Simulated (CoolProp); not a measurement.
Vapour-liquid equilibrium of R143a (1) + R134a (2) at 0.655 MPa; x and y are mole fractions of (1).

Model: multi-fluid Helmholtz-energy mixture model, Lemmon and Jacobsen 2000 and Tillner-Roth 1994; pair parameters Lemmon 2004, in CoolProp.

Q: Give the bubble temperature and the first vapour's composition at x = 0.05, 0.35, 0.5. Is there an azeotrope?

A: x = 0.05: 296.2 K, y = 0.082; x = 0.35: 288.5 K, y = 0.485; x = 0.5: 285.0 K, y = 0.639. No azeotrope shows between x = 0.05 and 0.95.

Pair parameters are fitted to limited data, so mixtures are less certain than the pure fluids.
